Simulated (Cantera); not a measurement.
Input (Python, Cantera):

```python
import numpy as np
import cantera as ct

gas = ct.Solution("gri30.yaml")
gas.TPX = 1350, 940000, {'CO': 0.027, 'O2': 0.04, 'H2O': 0.00068, 'N2': 1}
inlet = ct.Reservoir(gas, clone=True)

reactor = ct.IdealGasConstPressureReactor(gas, energy="off", clone=False)
exhaust = ct.Reservoir(gas, clone=True)
tau = [0.37, 0.21, 0.12, 0.068, 0.038, 0.022, 0.012, 0.0069, 0.0039, 0.0022, 0.0013][0]
for a, b in ((inlet, reactor), (reactor, exhaust)):
    ct.MassFlowController(a, b, mdot=lambda t: reactor.mass / tau)
net = ct.ReactorNet([reactor])
show = ['CO', 'O2', 'H2O', 'O', 'H', 'OH']

rows = []
print(f"{'tau/s':>10s}{'T/K':>9s}" + "".join(f"{s:>11s}" for s in show))
for tau in [0.37, 0.21, 0.12, 0.068, 0.038, 0.022, 0.012, 0.0069, 0.0039, 0.0022, 0.0013]:
    net.initial_time = 0.0
    net.advance(30 * tau)
    before = gas.X
    net.advance(40 * tau)
    drift = np.max(np.abs(gas.X - before) / (gas.X + 1e-9))
    rows.append([gas.T, *gas[show].X, drift])
    print(f"{tau:10.3e}{gas.T:9.1f}" + "".join(f"{x:11.3e}" for x in gas[show].X))
```

Output:

```
     tau/s      T/K         CO         O2        H2O          O          H         OH
 3.700e-01   1350.0  7.193e-04  2.547e-02  6.421e-04  5.424e-06  6.026e-08  3.317e-06
 2.100e-01   1350.0  1.118e-03  2.567e-02  6.413e-04  7.746e-06  9.868e-08  3.641e-06
 1.200e-01   1350.0  1.706e-03  2.595e-02  6.404e-04  1.092e-05  1.592e-07  4.007e-06
 6.800e-02   1350.0  2.580e-03  2.638e-02  6.391e-04  1.524e-05  2.548e-07  4.419e-06
 3.800e-02   1350.0  3.873e-03  2.700e-02  6.374e-04  2.100e-05  4.020e-07  4.864e-06
 2.200e-02   1350.0  5.563e-03  2.782e-02  6.354e-04  2.765e-05  5.961e-07  5.275e-06
 1.200e-02   1350.0  8.070e-03  2.904e-02  6.328e-04  3.610e-05  8.751e-07  5.677e-06
 6.900e-03   1350.0  1.092e-02  3.043e-02  6.302e-04  4.411e-05  1.167e-06  5.950e-06
 3.900e-03   1350.0  1.421e-02  3.203e-02  6.276e-04  5.154e-05  1.460e-06  6.096e-06
 2.200e-03   1350.0  1.748e-02  3.362e-02  6.255e-04  5.693e-05  1.686e-06  6.074e-06
 1.300e-03   1350.0  2.008e-02  3.489e-02  6.244e-04  5.914e-05  1.791e-06  5.876e-06
```

Computed with Cantera and GRI-Mech 3.0 (53 species, 325 reactions).
